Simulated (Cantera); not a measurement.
Cantera run, input and output.

```python
import numpy as np
import cantera as ct

gas = ct.Solution("gri30.yaml")
gas.TPX = 1123, 130000, {'CH4': 1, 'CO': 0.28, 'O2': 2.89, 'N2': 10.9}
reactor = ct.IdealGasReactor(gas, energy="on", clone=False)
net = ct.ReactorNet([reactor])
net.rtol, net.atol = 1e-08, 1e-16
show = ['CH4', 'CO', 'O2', 'H', 'C2H', 'C2H6', 'CH2CO']
times = np.geomspace(2e-06, 4, 13)

steps = ct.SolutionArray(gas, extra=["t"])
rows = []
print(f"{'t/s':>10s}{'T/K':>9s}{'P/Pa':>11s}" + "".join(f"{s:>11s}" for s in show))
for t in times:
    while net.time < t:
        t_next = net.step()
        steps.append(gas.state, t=t_next)
    rows.append([np.interp(t, steps.t, y) for y in (steps.T, steps.P, *steps(*show).X.T)])
    print(f"{t:10.3e}{rows[-1][0]:9.1f}{rows[-1][1]:11.4g}" + "".join(f"{x:11.3e}" for x in rows[-1][2:]))
rate = np.gradient(steps.T, steps.t)
print("integrator steps:", len(steps.t))
if steps.T.max() > steps.T[0] + 200:
    print(f"time of steepest temperature rise: {steps.t[rate.argmax()]:.4e} s")
gas.TPX = 1123, 130000, {'CH4': 1, 'CO': 0.28, 'O2': 2.89, 'N2': 10.9}
gas.equilibrate("UV")
print(f"equilibrium (UV): T = {gas.T:.1f} K  " + "  ".join(f"{s} {gas[s].X[0]:.3e}" for s in show))
```

Output:

```
       t/s      T/K       P/Pa        CH4         CO         O2          H        C2H       C2H6      CH2CO
 2.000e-06   1123.0    1.3e+05  6.636e-02  1.858e-02  1.918e-01  1.466e-12  1.999e-36  1.042e-17  4.453e-18
 6.701e-06   1123.0    1.3e+05  6.636e-02  1.858e-02  1.918e-01  3.430e-12  4.422e-35  5.926e-16  6.121e-17
 2.245e-05   1123.0    1.3e+05  6.636e-02  1.858e-02  1.918e-01  4.310e-12  6.292e-34  2.805e-14  7.810e-16
 7.521e-05   1123.0    1.3e+05  6.636e-02  1.858e-02  1.918e-01  6.927e-12  1.039e-32  1.182e-12  9.335e-15
 2.520e-04   1123.0    1.3e+05  6.636e-02  1.858e-02  1.918e-01  1.704e-11  4.485e-31  5.128e-11  1.123e-13
 8.442e-04   1123.0    1.3e+05  6.636e-02  1.858e-02  1.918e-01  6.456e-11  1.606e-28  2.728e-09  1.484e-12
 2.828e-03   1123.0    1.3e+05  6.635e-02  1.858e-02  1.918e-01  3.033e-10  2.815e-25  1.891e-07  2.294e-11
 9.476e-03   1123.2    1.3e+05  6.633e-02  1.858e-02  1.918e-01  7.314e-10  1.282e-22  4.398e-06  2.565e-10
 3.175e-02   1124.3  1.302e+05  6.619e-02  1.857e-02  1.916e-01  1.977e-09  1.507e-20  3.286e-05  3.027e-09
 1.064e-01   1167.1  1.352e+05  6.150e-02  1.962e-02  1.877e-01  2.107e-07  2.961e-15  7.601e-04  5.052e-06
 3.564e-01   2673.0  3.117e+05  1.164e-16  1.559e-02  4.737e-02  1.870e-03  2.662e-21  1.486e-31  1.874e-18
 1.194e+00   2673.0  3.117e+05  1.164e-16  1.559e-02  4.737e-02  1.870e-03  2.662e-21  1.486e-31  1.874e-18
 4.000e+00   2673.0  3.117e+05  1.164e-16  1.559e-02  4.737e-02  1.870e-03  2.662e-21  1.486e-31  1.874e-18
integrator steps: 2524
time of steepest temperature rise: 1.1098e-01 s
equilibrium (UV): T = 2673.0 K  CH4 1.609e-16  CO 1.559e-02  O2 4.737e-02  H 1.870e-03  C2H 2.880e-21  C2H6 2.571e-31  CH2CO 2.188e-18
```

Computed with Cantera and GRI-Mech 3.0 (53 species, 325 reactions).
